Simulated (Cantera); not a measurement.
Input (Python, Cantera) and output of one run.

```python
import numpy as np
import cantera as ct

gas_names = """
    AL ALH ALO ALOH ALO2 ALO2H AL2 AL2O AL2O2 H HALO HO2 H2 H2O H2O2 O OH O2 O3
""".split()
cond_names = """
    AL(cr) AL(L) AL2O3(a) AL2O3(L) H2O(s) H2O(L)
""".split()


# ... load() reads the species with a 1 bar reference pressure and builds the phases ...
atoms = {
    'Al': {'AL': 1},
    'O2': {'O': 2},
    'H2': {'H': 2},
}
top_T = {}  # K; cautious upper limits of use, not melting points


# ... equilibrate(T, P, feed) seeds the gas with the atoms and calls Mixture.equilibrate('TP', solver="vcs", rtol=1e-11, max_steps=5000) ...
results = []
feed = {'Al': 1, 'O2': 0.82, 'H2': 220}  # mol
P = 47  # Pa
for T in [1023, 1123, 1223, 1323, 1423, 1523, 1623, 1723, 1823, 1923, 2023, 2123]:
    mix = equilibrate(T, P, feed)
    results.append((T, P, feed, dict(zip(mix.species_names, mix.species_moles))))
    x = sorted(zip(gas.X, gas.species_names), reverse=True)
    print(f"T = {T:g} K  P = {P:g} Pa  gas = {mix.phase_moles(0):.4g} mol")
    print("   x: " + "  ".join(f"{s} {v:.3e}" for v, s in x if v > 0.001))
    print("   condensed (mol): " + ("  ".join(f"{mix.phase(i).name} {mix.phase_moles(i):.4g}"
          for i in range(1, mix.n_phases) if mix.phase_moles(i) > 1e-12) or "none"))
```

Output:

```
T = 1023 K  P = 47 Pa  gas = 220 mol
   x: H2 9.994e-01
   condensed (mol): AL2O3(a) 0.5
T = 1123 K  P = 47 Pa  gas = 220 mol
   x: H2 9.994e-01
   condensed (mol): AL2O3(a) 0.5
T = 1223 K  P = 47 Pa  gas = 220 mol
   x: H2 9.993e-01
   condensed (mol): AL2O3(a) 0.5
T = 1323 K  P = 47 Pa  gas = 220 mol
   x: H2 9.993e-01
   condensed (mol): AL2O3(a) 0.5
T = 1423 K  P = 47 Pa  gas = 220 mol
   x: H2 9.991e-01
   condensed (mol): AL2O3(a) 0.5
T = 1523 K  P = 47 Pa  gas = 220.1 mol
   x: H2 9.983e-01  H 1.065e-03
   condensed (mol): AL2O3(a) 0.5
T = 1623 K  P = 47 Pa  gas = 220.4 mol
   x: H2 9.962e-01  H 3.182e-03
   condensed (mol): AL2O3(a) 0.5
T = 1723 K  P = 47 Pa  gas = 220.9 mol
   x: H2 9.910e-01  H 8.374e-03
   condensed (mol): AL2O3(a) 0.4996
T = 1823 K  P = 47 Pa  gas = 222.2 mol
   x: H2 9.795e-01  H 1.978e-02
   condensed (mol): AL2O3(a) 0.4934
T = 1923 K  P = 47 Pa  gas = 224.9 mol
   x: H2 9.560e-01  H 4.249e-02  H2O 1.156e-03
   condensed (mol): AL2O3(a) 0.4559
T = 2023 K  P = 47 Pa  gas = 229.9 mol
   x: H2 9.126e-01  H 8.369e-02  H2O 2.412e-03  AL 1.038e-03
   condensed (mol): AL2O3(a) 0.3449
T = 2123 K  P = 47 Pa  gas = 238.9 mol
   x: H2 8.400e-01  H 1.517e-01  H2O 5.075e-03  AL 2.552e-03
   condensed (mol): AL2O3(a) 0.08578
```

Cantera equilibrium calculation (NASA polynomials, part measured and part estimated; ideal gas, pure solids and liquids). The tables' values for AlOH are old estimates; treat these amounts as uncertain.
